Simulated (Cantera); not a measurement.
An adiabatic, constant-volume homogeneous reactor starts with 3.22 % CH3OH, 7.45 % O2, 89.3 % N2, at 1700 K and 3750 Torr.

Computed with Cantera and GRI-Mech 3.0 (53 species, 325 reactions). GRI-Mech 3.0 was tuned for natural gas; its chemistry of methanol as a main component is partial and can be far from experiment.

Task: Predict: time of steepest temperature rise; temperature at 2.00 s; equilibrium temperature; x(O2) at 2.00 s; x(H2) at 2.00 s; x(NO) at 2.00 s; x(H2O) at 2.00 s.

Result: 
| Property | Result |
|---|---|
| time of steepest temperature rise | 19.6 µs |
| temperature at 2.00 s | 2380 K |
| equilibrium temperature | 2380 K |
| x(O2) at 2.00 s | 0.0226 (gas-phase equilibrium 0.0226) |
| x(H2) at 2.00 s | 0.000498 (gas-phase equilibrium 0.000498) |
| x(NO) at 2.00 s | 0.00638 (gas-phase equilibrium 0.00638) |
| x(H2O) at 2.00 s | 0.0614 (gas-phase equilibrium 0.0614) |
